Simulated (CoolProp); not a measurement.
Vapour-liquid equilibrium of toluene (1) + p-xylene (2) at 219 kPa; x and y are mole fractions of (1).

Computed with CoolProp (multi-fluid Helmholtz-energy mixture model, Lemmon 2006 and Zhou 2012; pair parameters Bell 2016).

```csv
x,"bubble temperature, mixture model (°C)","bubble temperature, Raoult's law (°C)","y, mixture model","y, Raoult's law"
0.05,167.7,167.7,0.088,0.092
0.125,164.9,164.8,0.209,0.217
0.2,162.2,162.1,0.318,0.328
0.275,159.6,159.5,0.416,0.427
0.35,157.1,157.1,0.504,0.515
0.425,154.8,154.8,0.584,0.595
0.5,152.5,152.6,0.655,0.666
0.575,150.4,150.5,0.721,0.731
0.65,148.4,148.5,0.780,0.789
0.725,146.5,146.5,0.834,0.842
0.8,144.7,144.7,0.884,0.891
0.875,142.9,142.9,0.930,0.935
0.95,141.2,141.3,0.973,0.975
```

The largest gap from Raoult's law is +0.1 K in bubble temperature, at x = 0.125. No azeotrope shows between x = 0.05 and 0.95.

Pair parameters are fitted to limited data, so mixtures are less certain than the pure fluids.
